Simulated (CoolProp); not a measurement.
Vapour-liquid equilibrium of cis-2-butene (1) + acetone (2) at 0.657 bar; x and y are mole fractions of (1).

Model: multi-fluid Helmholtz-energy mixture model, Lemmon 2005 and Lemmon 2006; pair parameters Bell 2016, in CoolProp.

**Question.** Give the bubble temperature and the first vapour's composition at x = 0.425, 0.575, 0.725. Is there an azeotrope?

**Answer.** x = 0.425: 272.1 K, y = 0.901; x = 0.575: 270.2 K, y = 0.917; x = 0.725: 269.0 K, y = 0.931. No azeotrope shows between x = 0.05 and 0.95.

The pair parameters rest on a limited set of measurements; away from them the model extrapolates. With so large a gap from Raoult's law the liquid may split in two, which this calculation doesn't test in full.
